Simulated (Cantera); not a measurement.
Feed: 1 mol Pb, 7 mol N2, 1.1 mol H2, equilibrated at 0.293 Torr.

These are equilibrium values from Cantera (NASA tables, ideal gas, pure condensed phases), not measurements of a reactor. Candidate condensed phases: Pb; 11 gas species. The numbers say what is thermodynamically allowed, not how fast it happens.

**Question.** Which condensed phases are stable at each of these points (T (K)): 773, 823, 873, 923, 973, 1023, 1073, 1123, 1173, 1223, 1273, 1323, 1373?

**Answer.** 
```csv
T (K),condensed phases,Pb condensed (%)
773,Pb(l),100.0
823,Pb(l),99.7
873,Pb(l),98.7
923,Pb(l),94.7
973,Pb(l),81.4
1023,Pb(l),40.6
1073,gas only,0.0
1123,gas only,0.0
1173,gas only,0.0
1223,gas only,0.0
1273,gas only,0.0
1323,gas only,0.0
1373,gas only,0.0
```

From 773 K to 1023 K the condensed part is Pb(l). From 1073 K to 1373 K nothing is condensed.
